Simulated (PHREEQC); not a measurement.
Solution (25 °C): 0.014 mol/kgw HF, 0.015 mol/kgw CsF and 0.00041 mol/kgw (NH4)2SiF6. It is in equilibrium with CO2 at log p = -2 (atm). Otherwise closed; pH follows from the charge balance.

Equilibrium calculation in PHREEQC: ion-association model, wateq4f.dat.

```json
[
 {"quantity": "pH", "before": "3.22", "after": "2.67"},
 {"quantity": "ionic strength (mol/kgw)", "before": "0.0169", "after": "0.00504"},
 {"quantity": "HF (mol/kgw)", "before": "0.0119", "after": "0.0109"},
 {"quantity": "HF2- (mol/kgw)", "before": "0.000687", "after": "0.000153"},
 {"quantity": "H2F2 (mol/kgw)", "before": "0.000370", "after": "0.000311"}
]
```

Q: Which change was made?
A. (NH4)2SiF6 left out
B. temperature from 25 to 85 °C
C. CsF from 0.015 to 0.0015 mol/kgw
D. HF from 0.014 to 0.14 mol/kgw
E. 0.017 mol/kgw KCl added

A: C, CsF from 0.015 to 0.0015 mol/kgw

This is a speciation only: nothing precipitates in the calculation. SiF6-2 is the database's only silicon fluoride.
